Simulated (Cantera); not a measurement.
A diamond (100) surface in a fixed gas of H2 with x(CH4) = 0.0046, x(H) = 0.004, x(CH3) = 7.2e-05, 7400 Pa; coverages are run to steady state.

Cantera simulation using the Harris–Goodwin 1993 mechanism for the reconstructed diamond (100) surface; the numbers are that mechanism's predictions, not measurements.

θ: site fractions in the mechanism's names (c6HH fully hydrogenated, c6H* and c6*H radical sites, c6** diradical, c6HM methylated).

```csv
T (K),growth (µm/h),θ c6HH,θ c6H*,θ c6*H,θ c6**,θ c6HM
950,[?],0.634,0.0140,0.330,0.00653,0.0118
1000,[?],0.590,0.0181,0.370,0.00948,0.00935
1050,3.12,0.548,0.0227,0.405,0.0132,0.00713
1100,3.19,0.510,0.0277,0.437,0.0176,0.00494
1150,[?],0.475,0.0328,0.465,0.0228,0.00289
1200,[?],0.443,0.0382,0.488,0.0286,0.00140
1250,[?],0.414,0.0435,0.506,0.0348,0.000592
1300,[?],0.389,0.0488,0.521,0.0413,0.000238
1350,1.07,0.366,0.0539,0.531,0.0479,9.43e-5
1400,1.03,0.347,0.0590,0.539,0.0545,3.73e-5
```

### Question
What belongs in the gaps?

### Answer

- 950, growth (µm/h): 2.16
- 1000, growth (µm/h): 2.69
- 1150, growth (µm/h): 2.73
- 1200, growth (µm/h): 2.00
- 1250, growth (µm/h): 1.43
- 1300, growth (µm/h): 1.16
